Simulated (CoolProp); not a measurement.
A single-stage vapour-compression cycle with the fluid: evaporating at 280.15 K (dew point), condensing at 301.15 K (bubble point), superheat 2 K, subcooling 8 K, compressor efficiency 0.9, no pressure losses. The same conditions are run with several fluids, on thermodynamics alone (safety and materials aside).

The numbers come from the reference Helmholtz-energy equation of state of each fluid (n-perfluoropentane: Gao 2022; CH3F (R41): Lemmon 2006; R410A: Lemmon 2003; hydrogen sulfide: Lemmon 2006; R245fa: Akasaka 2015; c-C4F8 (RC318): Platzer 1990) in CoolProp. The equations of Platzer and Polt are older, rougher fits. Blends and air are pseudo-pure fits.

```json
[
 {"fluid": "n-perfluoropentane", "cooling COP": "11.6", "pressure ratio": "2.34", "discharge temperature (K)": "301.1", "refrigerating effect (kJ/kg)": "85.2", "volumetric capacity (kJ/m³)": "444"},
 {"fluid": "CH3F (R41)", "cooling COP": "9.84", "pressure ratio": "1.67", "discharge temperature (K)": "320.0", "refrigerating effect (kJ/kg)": "280", "volumetric capacity (kJ/m³)": "14400"},
 {"fluid": "R410A", "cooling COP": "10.9", "pressure ratio": "1.81", "discharge temperature (K)": "313.8", "refrigerating effect (kJ/kg)": "194", "volumetric capacity (kJ/m³)": "7310"},
 {"fluid": "hydrogen sulfide", "cooling COP": "11.0", "pressure ratio": "1.72", "discharge temperature (K)": "327.4", "refrigerating effect (kJ/kg)": "425", "volumetric capacity (kJ/m³)": "8930"},
 {"fluid": "R245fa", "cooling COP": "11.7", "pressure ratio": "2.28", "discharge temperature (K)": "303.1", "refrigerating effect (kJ/kg)": "186", "volumetric capacity (kJ/m³)": "797"},
 {"fluid": "c-C4F8 (RC318)", "cooling COP": "11.5", "pressure ratio": "2.04", "discharge temperature (K)": "301.1", "refrigerating effect (kJ/kg)": "99.2", "volumetric capacity (kJ/m³)": "1520"}
]
```

The compression ends wet for: n-perfluoropentane; c-C4F8 (RC318).
